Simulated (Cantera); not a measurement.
Thermodynamics of iron carbonyl, mercury and lead vapours, feed Pb + H₂ + N₂

A closed system holds: 1 mol Pb, 0.31 mol H₂, 0.12 mol N₂, held at 23.3 Torr.

These are equilibrium values from Cantera (NASA tables, ideal gas, pure condensed phases), not measurements of a reactor. Candidate condensed phases: Pb; 11 gas species. Equilibrium is a limit: real reactors are often held back by kinetics, nucleation or transport.

```csv
T (K),x H₂,x Pb,x N₂,x NH₃,x Pb₂,n Pb(l)
625,0.721,7.52e-10,0.279,0.000276,<1e-12,1.00
775,0.721,8.03e-7,0.279,3.89e-5,<1e-12,1.00
925,0.721,8.62e-5,0.279,9.97e-6,8.04e-11,1.000
1075,0.719,0.00245,0.278,3.65e-6,2.18e-8,0.999
1225,0.699,0.0301,0.271,1.61e-6,1.44e-6,0.987
1375,0.568,0.212,0.220,5.82e-7,3.71e-5,0.884
1525,0.217,0.699,0.0839,5.21e-8,0.000238,0
```
x: gas mole fraction; n: condensed amount in mol.

From 625 K to 1375 K the condensed part is Pb(l). At 1525 K nothing is condensed.
